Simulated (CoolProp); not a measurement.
A Linde-Hampson liquefier for ethane: isothermal reversible compression at 320 K from 1 atm to 30 MPa, throttling to 1 atm, return gas leaving the recuperator 5 K below the feed. Each further row changes one setting.

The numbers come from the reference Helmholtz-energy equation of state, Bücker 2006 in CoolProp.

| case | liquid yield per pass | compression work (kJ/kg of gas) |
|---|---|---|
| as stated | 0.460 | 390 |
| high pressure 60 MPa | 0.431 | 457 |
| warm-end temperature 350 K | 0.385 | 457 |
| warm-end gap 10 K | 0.453 | 390 |
